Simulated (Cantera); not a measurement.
Input: 1 mol Si₂H₆, 0.32 mol O₂, at 13.0 Pa.

Method: chemical equilibrium by Gibbs-energy minimisation in Cantera with the NASA 1993 tables (ideal gas, pure condensed phases). Candidate condensed phases: H₂O, Si, SiO₂; 18 gas species. The feed counts by its element totals alone. Mutual solubility and eutectic melting of coexisting phases are not modelled. The tables hold silica as quartz up to 1696 K and as liquid above; real silica turns to tridymite and cristobalite and melts near 1996 K. Gases not in the tables: Si₂H₆ and higher silanes. Kinetics and transport are ignored.

Which condensed phases are stable at each of these points (T (K)): 1275, 1375, 1475, 1575, 1675, 1775, 1875, 1975, 2075?


| T (K) | condensed phases | Si condensed (%) |
|---|---|---|
| 1275 | Si(s) + SiO₂(β-quartz) | 95.1 |
| 1375 | Si(s) | 68.0 |
| 1475 | Si(s) | 68.0 |
| 1575 | Si(s) | 67.9 |
| 1675 | Si(s) | 67.4 |
| 1775 | Si(l) | 64.7 |
| 1875 | Si(l) | 53.6 |
| 1975 | Si(l) | 1.6 |
| 2075 | gas only | 0.0 |

At 1275 K the condensed part is Si(s) + SiO₂(β-quartz). From 1375 K to 1675 K the condensed part is Si(s). From 1775 K to 1975 K the condensed part is Si(l). At 2075 K nothing is condensed.
